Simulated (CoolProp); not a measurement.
Saturated liquid density (kg/m³) of n-heptane: the reference equation beside estimates from Tc = 541.2 K, pc = 2.774 MPa, ω = 0.349. Rackett uses Z = 0.29056 − 0.08775 ω.

The numbers come from the reference Helmholtz-energy equation of state, Span 2003 in CoolProp. It is a short technical equation, of lower accuracy than the large ones.

```tsv
T (K)	reference	Rackett	van der Waals	Redlich-Kwong	Peng-Robinson
297.1	680.4	695.0	393.5	582.2	680.3
310.1	669.3	683.5	387.6	572.2	671.1
323	658.2	671.8	381.6	561.9	661.4
335.9	646.9	659.9	375.3	551.0	651.1
348.8	635.3	647.6	368.8	539.7	640.1
361.7	623.5	635.0	362.0	527.8	628.4
374.7	611.2	621.9	354.9	515.3	615.7
387.6	598.6	608.4	347.5	502.1	602.1
400.5	585.5	594.4	339.8	488.3	587.5
```

Absolute difference from the reference over all 9 rows, mean and median: Rackett 1.9 and 1.9 %, van der Waals 42.0 and 42.0 %, Redlich-Kwong 15.2 and 15.0 %, Peng-Robinson 0.5 and 0.6 %.
